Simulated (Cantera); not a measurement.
A perfectly stirred reactor is fed with CH4 : O2 : N2 = 1 : 1.54 : 10.2 (molar parts), equivalence ratio 1.3, at 2.07 atm; it is adiabatic with a 675 K inlet, and is followed from long to short residence time, starting on the burning branch (τ in s: 0.12, 0.038, 0.013, 0.0043, 0.0014, 0.00047, 0.00016, 5.3e-05, 1.8e-05, 5.9e-06).

Computed with Cantera and GRI-Mech 3.0 (53 species, 325 reactions).

x: mole fraction; the columns are a selection and need not sum to one.

```csv
τ (s),T (K),x CH4,x O2,x C2H,x NO,x HO2,x CH2
0.12,1853,0.00110,0.000335,1.89e-8,2.62e-5,6.61e-8,3.96e-7
0.038,1849,0.00147,0.000774,4.05e-8,2.57e-5,1.88e-7,9.67e-7
0.013,1840,…,…,…,2.52e-5,…,…
0.0043,1818,…,…,1.00e-7,…,…,…
0.0014,1760,0.00343,0.00802,1.07e-7,1.03e-5,4.98e-6,6.79e-6
0.00047,675,0.0785,0.121,<1e-12,<1e-12,<1e-12,<1e-12
0.00016,675,0.0785,0.121,<1e-12,<1e-12,<1e-12,<1e-12
5.3e-5,675,0.0785,0.121,<1e-12,<1e-12,<1e-12,<1e-12
1.8e-5,675,0.0785,0.121,<1e-12,<1e-12,<1e-12,<1e-12
5.9e-6,675,0.0785,0.121,<1e-12,<1e-12,<1e-12,<1e-12
```

### Question
Complete the blanks.

### Answer

- 0.013, x CH4: 0.00175
- 0.013, x O2: 0.00157
- 0.013, x C2H: 6.85e-8
- 0.013, x HO2: 4.98e-7
- 0.013, x CH2: 2.11e-6
- 0.0043, x CH4: 0.00214
- 0.0043, x O2: 0.00323
- 0.0043, x NO: 2.22e-5
- 0.0043, x HO2: 1.40e-6
- 0.0043, x CH2: 4.30e-6
